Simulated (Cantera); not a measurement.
Standard-state values (1 bar) from the NASA 1993 polynomials, evaluated with Cantera. Values are per mole of reaction as written; species without (g) are pure solids or liquids, kept so even where they would boil at 1 bar.

Q: Between 450 and 850 K, where is each reaction favourable under standard conditions?
- 7 N(g) + 2 CrO3(g) → 6 NO(g) + Cr2N
- CrO3(g) + 3 NH3(g) → 3 NO(g) + 9 H(g) + Cr

A: 
- 7 N(g) + 2 CrO3(g) → 6 NO(g) + Cr2N: ΔG° is -2176 kJ at 450 K and -2059 kJ at 850 K; it stays negative (K > 1). ΔH° is -2312 kJ and ΔS° -297 J/K at 850 K.
- CrO3(g) + 3 NH3(g) → 3 NO(g) + 9 H(g) + Cr: ΔG° is 2282 kJ at 450 K and 1909 kJ at 850 K; it stays positive (K < 1). ΔH° is 2724 kJ and ΔS° 959 J/K at 850 K.
